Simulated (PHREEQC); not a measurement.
Dissolve 1.1 mmol/kgw HF, 9.5 mmol/kgw H2SiF6, 26 mmol/kgw H3AsO4 and 2.1 mmol/kgw HCl at 25 °C. Closed to the air; pH follows from the charge balance.

Equilibrium calculation in PHREEQC: ion-association model, wateq4f.dat.

Precipitation was switched off in this run.

Problem. Predict the pH.

Solution. pH 1.66.

Problem. In which forms is F present?

Solution. SiF6-2 90 %, HF 9.0 % of the F.

Examples of supersaturated solids here: Quartz (slow to form), Chalcedony (slow to form). Others may be too. SiF6-2 is the database's only silicon fluoride.
